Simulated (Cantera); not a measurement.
**Equilibrium for silicon epitaxy and polysilicon growth: SiCl₄ + H₂**

A closed system holds: 1 mol SiCl₄, 360 mol H₂, at 1.00 bar.

Equilibrium computed with Cantera from the NASA thermochemical tables; the gas is ideal and each condensed phase is pure. Candidate condensed phases: Si; 19 gas species. The tables' values for SiCl₃ are old estimates; treat these amounts as uncertain. Equilibrium is a limit: real reactors are often held back by kinetics, nucleation or transport.

```
T (K)   x H₂    x HCl  x SiHCl₃   x SiCl₄  x SiH₂Cl₂   x SiCl₂  x SiCl₃  n Si(s)
-----  -----  -------  --------  --------  ---------  --------  -------  -------
900    0.995  0.00195   0.00151   0.00104   0.000207   1.81e-6  6.28e-6        0
950    0.995  0.00232   0.00160  0.000813   0.000319   8.25e-6  1.42e-5        0
1000   0.994  0.00347   0.00138  0.000684   0.000301   2.06e-5  2.41e-5    0.124
1050   0.993  0.00486   0.00112  0.000527   0.000270   4.45e-5  3.59e-5    0.273
1100   0.992  0.00637  0.000827  0.000360   0.000228   8.32e-5  4.64e-5    0.436
1150   0.991  0.00778  0.000547  0.000212   0.000178  0.000134  5.10e-5    0.588
1200   0.990  0.00888  0.000322  0.000106   0.000128  0.000188  4.77e-5    0.708
1250   0.990  0.00958  0.000173   4.70e-5    8.64e-5  0.000233  3.91e-5    0.786
1300   0.990  0.00996   8.86e-5   1.96e-5    5.66e-5  0.000267  2.97e-5    0.829
1350   0.989   0.0101   4.54e-5   8.13e-6    3.70e-5  0.000293  2.18e-5    0.850
1400   0.989   0.0102   2.38e-5   3.48e-6    2.45e-5  0.000313  1.60e-5    0.859
```
x: gas mole fraction; n: condensed amount in mol.

From 900 K to 950 K nothing is condensed. From 1000 K to 1400 K the condensed part is Si(s). The main Si-bearing gas is SiHCl₃ at 900 K and SiCl₂ at 1400 K.
